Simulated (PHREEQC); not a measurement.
Make-up at 20 °C: 0.31 mol/kgw HF, 0.105 mol/kgw KOH and 0.011 mol/kgw NaCl. Closed to the air; pH follows from the charge balance.

The numbers come from PHREEQC with the ion-association model, wateq4f.dat.

This is a speciation only: nothing precipitates in the calculation.

Task: Order these F species by the share of F that they hold, largest first: H2F2, F-, HF, HF2-.

Result: HF (34 %), F- (25 %), H2F2 (22 %), HF2- (19 %)

The pH is 2.87 and the ionic strength 0.117 mol/kgw. Complexes and solids missing from the database can't appear. wateq4f.dat counts part of the HF as a dimer, H2F2, which phreeqc.dat doesn't know; its constant is uncertain.
